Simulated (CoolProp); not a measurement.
Nitrogen at 298.15 K and 3.02 MPa flows at 0.18 m/s in a round tube of 100 mm bore and 1.5 µm roughness, fully developed (64/Re and Nu = 3.66 if laminar; Colebrook and Gnielinski if turbulent). Each further row changes one setting.

Model: reference Helmholtz-energy equation of state, Span 2000, in CoolProp.

```json
[
 {"case": "as stated", "Reynolds number": "[?]", "Darcy friction factor": "[?]", "pressure drop (Pa/m)": "0.127", "heat-transfer coefficient (W/(m² K))": "[?]", "mass flow (kg/h)": "[?]"},
 {"case": "velocity 0.36 m/s", "Reynolds number": "67500", "Darcy friction factor": "0.0196", "pressure drop (Pa/m)": "[?]", "heat-transfer coefficient (W/(m² K))": "[?]", "mass flow (kg/h)": "349"},
 {"case": "diameter 200 mm", "Reynolds number": "67500", "Darcy friction factor": "0.0196", "pressure drop (Pa/m)": "[?]", "heat-transfer coefficient (W/(m² K))": "18.3", "mass flow (kg/h)": "[?]"}
]
```

### Question
Some entries are withheld; supply them.

### Answer

- as stated, Reynolds number: 33800
- as stated, Darcy friction factor: 0.0229
- as stated, heat-transfer coefficient (W/(m² K)): 21.3
- as stated, mass flow (kg/h): 174
- velocity 0.36 m/s, pressure drop (Pa/m): 0.436
- velocity 0.36 m/s, heat-transfer coefficient (W/(m² K)): 36.8
- diameter 200 mm, pressure drop (Pa/m): 0.0544
- diameter 200 mm, mass flow (kg/h): 697

Viscosity comes from a separate model (Lemmon 2004). Thermal conductivity comes from a separate model (Lemmon 2004).
